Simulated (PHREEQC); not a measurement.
Make-up at 25 °C: 6.5 mmol/kgw H3BO3 and 0.65 mmol/kgw NaOH. Closed to the air; pH follows from the charge balance.

Equilibrium calculation in PHREEQC: ion-association model, wateq4f.dat.

```json
[
 {"quantity": "pH", "before": "8.27", "after": "2.31"},
 {"quantity": "ionic strength (mol/kgw)", "before": "0.000650", "after": "0.00598"},
 {"quantity": "H3BO3 (mol/kgw)", "before": "0.00585", "after": "0.00122"},
 {"quantity": "H2BO3- (mol/kgw)", "before": "0.000648", "after": "1.55e-10"}
]
```

Problem. Which change was made?
A. diluted 10-fold with water
B. NaOH left out
C. 0.0061 mol/kgw H3PO4 added
D. H3BO3 replaced by HBF4 at the same molality
E. diluted 2-fold with water

Solution. D, H3BO3 replaced by HBF4 at the same molality

No solid was allowed to form. Real BF4- forms and hydrolyses slowly; the run takes it at equilibrium.
